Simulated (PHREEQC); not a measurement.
Solution (50 °C): 1.8 mmol/kgw HCl, 87 mmol/kgw FeCl3 and 1.1 mmol/kgw KCl. Closed to the air; pH follows from the charge balance.

All values are PHREEQC results (ion-association model, phreeqc.dat), not measurements.

This is a speciation only: nothing precipitates in the calculation.

### Question
What pH does the model give?

### Answer
pH 1.75.

### Question
In which forms is Fe present?

### Answer
FeCl+2 55 %, Fe+3 16 %, Fe2(OH)2+4 14 %, FeOH+2 8.8 %, FeCl2+ 5.4 %, Fe3(OH)4+5 0.8 % of the Fe.

The solution is supersaturated, for example in Hematite (slow to form), Goethite (slow to form), so a real one may precipitate; this is no full list. Species that the database lacks are ignored. Constants without temperature data keep their 25 °C values here.
